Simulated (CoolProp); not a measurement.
Saturation properties of decamethylcyclopentasiloxane (D5) (Tc = 618.3 K, pc = 1.078 MPa, ω = 0.631).

Values from CoolProp's reference Helmholtz-energy equation of state, Thol 2019.

```json
[
 {"T (K)": "453.1", "p (MPa)": "0.04597", "liquid density (kg/m³)": "782.5", "vapour density (kg/m³)": "4.771", "enthalpy of vaporisation (kJ/kg)": "120.8", "liquid cp (kJ/(kg K))": "1.941", "surface tension (mN/m)": "7.39"},
 {"T (K)": "459", "p (MPa)": "0.05402", "liquid density (kg/m³)": "775.2", "vapour density (kg/m³)": "5.572", "enthalpy of vaporisation (kJ/kg)": "118.8", "liquid cp (kJ/(kg K))": "1.951", "surface tension (mN/m)": "7.04"},
 {"T (K)": "464.8", "p (MPa)": "0.06297", "liquid density (kg/m³)": "768.0", "vapour density (kg/m³)": "6.461", "enthalpy of vaporisation (kJ/kg)": "[?]", "liquid cp (kJ/(kg K))": "1.962", "surface tension (mN/m)": "6.69"},
 {"T (K)": "470.7", "p (MPa)": "0.07323", "liquid density (kg/m³)": "760.6", "vapour density (kg/m³)": "7.480", "enthalpy of vaporisation (kJ/kg)": "114.7", "liquid cp (kJ/(kg K))": "1.973", "surface tension (mN/m)": "6.35"},
 {"T (K)": "476.6", "p (MPa)": "0.08473", "liquid density (kg/m³)": "753.0", "vapour density (kg/m³)": "[?]", "enthalpy of vaporisation (kJ/kg)": "112.7", "liquid cp (kJ/(kg K))": "1.985", "surface tension (mN/m)": "6.01"},
 {"T (K)": "482.4", "p (MPa)": "0.09736", "liquid density (kg/m³)": "745.4", "vapour density (kg/m³)": "9.882", "enthalpy of vaporisation (kJ/kg)": "[?]", "liquid cp (kJ/(kg K))": "1.996", "surface tension (mN/m)": "5.68"},
 {"T (K)": "488.3", "p (MPa)": "0.1117", "liquid density (kg/m³)": "[?]", "vapour density (kg/m³)": "11.31", "enthalpy of vaporisation (kJ/kg)": "108.4", "liquid cp (kJ/(kg K))": "2.008", "surface tension (mN/m)": "5.35"},
 {"T (K)": "494.1", "p (MPa)": "0.1272", "liquid density (kg/m³)": "729.6", "vapour density (kg/m³)": "[?]", "enthalpy of vaporisation (kJ/kg)": "[?]", "liquid cp (kJ/(kg K))": "2.019", "surface tension (mN/m)": "5.03"},
 {"T (K)": "500", "p (MPa)": "[?]", "liquid density (kg/m³)": "721.3", "vapour density (kg/m³)": "14.65", "enthalpy of vaporisation (kJ/kg)": "104.1", "liquid cp (kJ/(kg K))": "2.032", "surface tension (mN/m)": "4.71"},
 {"T (K)": "505.9", "p (MPa)": "0.1640", "liquid density (kg/m³)": "712.9", "vapour density (kg/m³)": "16.62", "enthalpy of vaporisation (kJ/kg)": "101.8", "liquid cp (kJ/(kg K))": "2.044", "surface tension (mN/m)": "4.40"},
 {"T (K)": "511.7", "p (MPa)": "0.1848", "liquid density (kg/m³)": "704.4", "vapour density (kg/m³)": "18.77", "enthalpy of vaporisation (kJ/kg)": "99.53", "liquid cp (kJ/(kg K))": "2.057", "surface tension (mN/m)": "4.09"},
 {"T (K)": "517.6", "p (MPa)": "0.2080", "liquid density (kg/m³)": "695.5", "vapour density (kg/m³)": "21.20", "enthalpy of vaporisation (kJ/kg)": "97.15", "liquid cp (kJ/(kg K))": "2.071", "surface tension (mN/m)": "3.79"}
]
```

Problem. Complete the blanks.

Solution. 
- 464.8, enthalpy of vaporisation (kJ/kg): 116.8
- 476.6, vapour density (kg/m³): 8.623
- 482.4, enthalpy of vaporisation (kJ/kg): 110.6
- 488.3, liquid density (kg/m³): 737.5
- 494.1, vapour density (kg/m³): 12.88
- 494.1, enthalpy of vaporisation (kJ/kg): 106.3
- 500, p (MPa): 0.1447

It boils at 484.1 K under 1 atm.

Surface tension comes from a separate correlation (Mulero 2014), older than this fluid's equation and unchecked against measurements.
